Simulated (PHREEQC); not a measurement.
1 kg of water holding 0.025 mol/kgw K2SO4 and 0.14 mol/kgw MgSO4 is evaporated at 25 °C; the solids stay in contact with the brine. The system is closed to CO2. Only these solids could form: Arcanite, Brucite, Epsomite, Hexahydrite, Kieserite, Leonite, Misenite, Schoenite.

Computed with PHREEQC (Pitzer model, pitzer.dat).

Question: Predict Epsomite (mol) at water left (kg) = 0.06418, 0.01114, 0.004184.

Answer: 
```tsv
water left (kg)	Epsomite (mol)
0.06418	0
0.01114	0.0843
0.004184	0.103
```
